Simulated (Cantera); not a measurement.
A closed system holds: 1 mol PbO, 4.5 mol C, 0.58 mol H₂, held at 6.00 bar.

Equilibrium computed with Cantera from the NASA thermochemical tables; the gas is ideal and each condensed phase is pure. Candidate condensed phases: C, C₆H₆, C₇H₈, C₈H₁₈, H₂O, Pb, PbO, PbO₂, Pb₃O₄; 113 gas species. Kinetics and transport are ignored.

Q: Which condensed phases are stable at each of these points (T (K)): 1448, 1523, 1598, 1673, 1748, 1823, 1898, 1973, 2048, 2123, 2198?

A: 
```csv
T (K),condensed phases,Pb condensed (%)
1448,C(graphite) + Pb(l),99.6
1523,C(graphite) + Pb(l),99.2
1598,C(graphite) + Pb(l),98.4
1673,C(graphite) + Pb(l),97.1
1748,C(graphite) + Pb(l),94.8
1823,C(graphite) + Pb(l),91.2
1898,C(graphite) + Pb(l),85.5
1973,C(graphite) + Pb(l),76.5
2048,C(graphite) + Pb(l),62.3
2123,C(graphite) + Pb(l),38.9
2198,C(graphite),0.0
```

From 1448 K to 2123 K the condensed part is C(graphite) + Pb(l). At 2198 K the condensed part is C(graphite).
